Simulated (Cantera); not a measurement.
A perfectly stirred reactor is fed with CH₄ : O₂ : N₂ : H₂O = 1 : 1.82 : 6.84 : 0.31 (molar parts), at 380000 Pa; it is adiabatic with a 623 K inlet, and is followed from long to short residence time, starting on the burning branch (τ in s: 0.023, 0.0084, 0.003, 0.0011, 0.0004, 0.00015, 5.3e-05, 1.9e-05, 7e-06).

Detailed kinetics in Cantera: GRI-Mech 3.0 (53 species, 325 reactions).

Q: Predict: blow-out, bracketed by the residence times tried; x(CH₄) at τ = 23.0 ms; x(O₂) at τ = 23.0 ms; x(H₂O) at τ = 23.0 ms; x(HO₂) at τ = 23.0 ms; x(CH₃) at τ = 23.0 ms; x(CH₄) at τ = 0.400 ms; x(O₂) at τ = 0.400 ms; x(H₂O) at τ = 0.400 ms; x(HO₂) at τ = 0.400 ms; x(CH₃) at τ = 0.400 ms.

A: 
```
Quantity                                                                      Result
------------------------------------------------  ----------------------------------
blow-out, bracketed by the residence times tried  burning at 53.0 µs, out at 19.0 µs
x(CH₄) at τ = 23.0 ms                                                        6.94e-6
x(O₂) at τ = 23.0 ms                                                         0.00108
x(H₂O) at τ = 23.0 ms                                                          0.212
x(HO₂) at τ = 23.0 ms                                                        4.56e-7
x(CH₃) at τ = 23.0 ms                                                        4.55e-6
x(CH₄) at τ = 0.400 ms                                                      0.000115
x(O₂) at τ = 0.400 ms                                                        0.00602
x(H₂O) at τ = 0.400 ms                                                         0.203
x(HO₂) at τ = 0.400 ms                                                       3.93e-6
x(CH₃) at τ = 0.400 ms                                                       7.02e-5
```
